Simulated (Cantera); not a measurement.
What does this Cantera script print?

```python
import numpy as np
import cantera as ct

gas_names = [...]  # 110 gases of nasa_gas.yaml made of C, H, O
cond_names = """
    C(gr) C6H6(L) C7H8(L) C8H18(L),n-octa H2O(s) H2O(L)
""".split()


# ... load() reads the species with a 1 bar reference pressure and builds the phases ...
atoms = {
    'n-butane': {'C': 4, 'H': 10},
    'H2O': {'H': 2, 'O': 1},
    'H2': {'H': 2},
}
top_T = {'C(gr)': 4500}  # K; cautious upper limits of use, not melting points


# ... equilibrate(T, P, feed) seeds the gas with the atoms and calls Mixture.equilibrate('TP', solver="vcs", rtol=1e-11, max_steps=5000) ...
results = []
feed = {'n-butane': 1, 'H2O': 1.6, 'H2': 1.2}  # mol
T = 2148  # K
for P in [10, 56, 320, 1800, 10000, 56000, 320000, 1800000, 10000000]:
    mix = equilibrate(T, P, feed)
    results.append((T, P, feed, dict(zip(mix.species_names, mix.species_moles))))
    x = sorted(zip(gas.X, gas.species_names), reverse=True)
    print(f"T = {T:g} K  P = {P:g} Pa  gas = {mix.phase_moles(0):.4g} mol")
    print("   x: " + "  ".join(f"{s} {v:.3e}" for v, s in x if v > 1e-05))
    print("   condensed (mol): " + ("  ".join(f"{mix.phase(i).name} {mix.phase_moles(i):.4g}"
          for i in range(1, mix.n_phases) if mix.phase_moles(i) > 1e-12) or "none"))
```

Result:

```
T = 2148 K  P = 10 Pa  gas = 11.11 mol
   x: H2 5.468e-01  H 3.082e-01  CO 1.440e-01  C2H2,acetylene 1.047e-03  C2H 1.762e-05
   condensed (mol): C(gr) 2.376
T = 2148 K  P = 56 Pa  gas = 10.14 mol
   x: H2 6.942e-01  CO 1.577e-01  H 1.467e-01  C2H2,acetylene 1.329e-03
   condensed (mol): C(gr) 2.373
T = 2148 K  P = 320 Pa  gas = 9.714 mol
   x: H2 7.692e-01  CO 1.647e-01  H 6.462e-02  C2H2,acetylene 1.473e-03
   condensed (mol): C(gr) 2.371
T = 2148 K  P = 1800 Pa  gas = 9.533 mol
   x: H2 8.028e-01  CO 1.678e-01  H 2.783e-02  C2H2,acetylene 1.537e-03
   condensed (mol): C(gr) 2.371
T = 2148 K  P = 10000 Pa  gas = 9.456 mol
   x: H2 8.173e-01  CO 1.692e-01  H 1.192e-02  C2H2,acetylene 1.565e-03  CH4 1.970e-05
   condensed (mol): C(gr) 2.37
T = 2148 K  P = 56000 Pa  gas = 9.423 mol
   x: H2 8.234e-01  CO 1.698e-01  H 5.054e-03  C2H2,acetylene 1.577e-03  CH4 1.120e-04  CH3 1.329e-05
   condensed (mol): C(gr) 2.369
T = 2148 K  P = 320000 Pa  gas = 9.403 mol
   x: H2 8.255e-01  CO 1.701e-01  H 2.117e-03  C2H2,acetylene 1.581e-03  CH4 6.432e-04  CH3 3.189e-05  H2O 3.049e-05  C2H4 1.303e-05
   condensed (mol): C(gr) 2.364
T = 2148 K  P = 1.8e+06 Pa  gas = 9.368 mol
   x: H2 8.230e-01  CO 1.706e-01  CH4 3.596e-03  C2H2,acetylene 1.576e-03  H 8.912e-04  H2O 1.715e-04  CH3 7.530e-05  C2H4 7.285e-05
   condensed (mol): C(gr) 2.336
T = 2148 K  P = 1e+07 Pa  gas = 9.212 mol
   x: H2 8.047e-01  CO 1.727e-01  CH4 1.910e-02  C2H2,acetylene 1.541e-03  H2O 9.426e-04  C2H4 3.870e-04  H 3.739e-04  CH3 1.716e-04  CO2 3.960e-05
   condensed (mol): C(gr) 2.195
```

Method: chemical equilibrium by Gibbs-energy minimisation in Cantera with the NASA 1993 tables (ideal gas, pure condensed phases). The ideal-gas law is rough above about 30 bar.
